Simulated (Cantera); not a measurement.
An isothermal, constant-pressure homogeneous reactor starts with CH2O : O2 : N2 = 0.014 : 0.0031 : 1 (molar parts), equivalence ratio 4.5, at 1025 K and 1.00 bar. Integrator tolerance rtol = 1e-08.

Cantera simulation using GRI-Mech 3.0 (53 species, 325 reactions); the numbers are that mechanism's predictions, not measurements.

Task: What does this change do: N2 1 to 5.4 parts?

Result: 
```
quantity                                              before                                      after
-----------------  -----------------------------------------  -----------------------------------------
x(CH2O) at 50.0 s  5.86e-11 (gas-phase equilibrium 6.06e-11)  2.26e-12 (gas-phase equilibrium 2.17e-12)
x(O2) at 50.0 s      2.94e-10 (gas-phase equilibrium <1e-12)      <1e-12 (gas-phase equilibrium <1e-12)
x(CO2) at 50.0 s    0.000961 (gas-phase equilibrium 0.00332)  0.000291 (gas-phase equilibrium 0.000629)
x(O) at 50.0 s         <1e-12 (gas-phase equilibrium <1e-12)      <1e-12 (gas-phase equilibrium <1e-12)
x(HO2) at 50.0 s       <1e-12 (gas-phase equilibrium <1e-12)      <1e-12 (gas-phase equilibrium <1e-12)
```
